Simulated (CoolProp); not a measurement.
R125 along the isobar 70.2 bar: density (kg/m³) from the reference equation and from simpler models built on Tc = 339.2 K, pc = 36.18 bar, ω = 0.305; each cubic takes its own stable root.

The numbers come from the reference Helmholtz-energy equation of state, Lemmon 2005 in CoolProp.

```json
[
 {"T (K)": "194.7", "phase": "liquid", "reference": "1633", "van der Waals": "999.0", "Redlich-Kwong": "1452", "Soave-Redlich-Kwong": "1494"},
 {"T (K)": "201.4", "phase": "liquid", "reference": "1612", "van der Waals": "…", "Redlich-Kwong": "1433", "Soave-Redlich-Kwong": "1477"},
 {"T (K)": "208.1", "phase": "liquid", "reference": "1591", "van der Waals": "978.9", "Redlich-Kwong": "1414", "Soave-Redlich-Kwong": "1460"},
 {"T (K)": "214.8", "phase": "liquid", "reference": "1569", "van der Waals": "968.5", "Redlich-Kwong": "1395", "Soave-Redlich-Kwong": "…"},
 {"T (K)": "221.5", "phase": "liquid", "reference": "1547", "van der Waals": "957.9", "Redlich-Kwong": "1374", "Soave-Redlich-Kwong": "1422"},
 {"T (K)": "228.2", "phase": "liquid", "reference": "1525", "van der Waals": "947.1", "Redlich-Kwong": "1354", "Soave-Redlich-Kwong": "1403"},
 {"T (K)": "234.9", "phase": "liquid", "reference": "1502", "van der Waals": "…", "Redlich-Kwong": "…", "Soave-Redlich-Kwong": "1382"},
 {"T (K)": "241.6", "phase": "liquid", "reference": "…", "van der Waals": "924.7", "Redlich-Kwong": "1310", "Soave-Redlich-Kwong": "1360"},
 {"T (K)": "248.3", "phase": "liquid", "reference": "1455", "van der Waals": "913.1", "Redlich-Kwong": "1287", "Soave-Redlich-Kwong": "1338"},
 {"T (K)": "255", "phase": "liquid", "reference": "1431", "van der Waals": "901.2", "Redlich-Kwong": "1264", "Soave-Redlich-Kwong": "1314"},
 {"T (K)": "261.8", "phase": "liquid", "reference": "1406", "van der Waals": "888.8", "Redlich-Kwong": "1239", "Soave-Redlich-Kwong": "1289"},
 {"T (K)": "268.5", "phase": "liquid", "reference": "1380", "van der Waals": "876.2", "Redlich-Kwong": "1214", "Soave-Redlich-Kwong": "1263"},
 {"T (K)": "275.2", "phase": "liquid", "reference": "1354", "van der Waals": "…", "Redlich-Kwong": "1188", "Soave-Redlich-Kwong": "1236"},
 {"T (K)": "281.9", "phase": "liquid", "reference": "1326", "van der Waals": "849.9", "Redlich-Kwong": "1161", "Soave-Redlich-Kwong": "1207"},
 {"T (K)": "288.6", "phase": "liquid", "reference": "1298", "van der Waals": "836.0", "Redlich-Kwong": "1133", "Soave-Redlich-Kwong": "1177"}
]
```

### Question
Fill in the missing entries.

### Answer

- 201.4, van der Waals: 989.0
- 214.8, Soave-Redlich-Kwong: 1441
- 234.9, van der Waals: 936.1
- 234.9, Redlich-Kwong: 1332
- 241.6, reference: 1479
- 275.2, van der Waals: 863.2
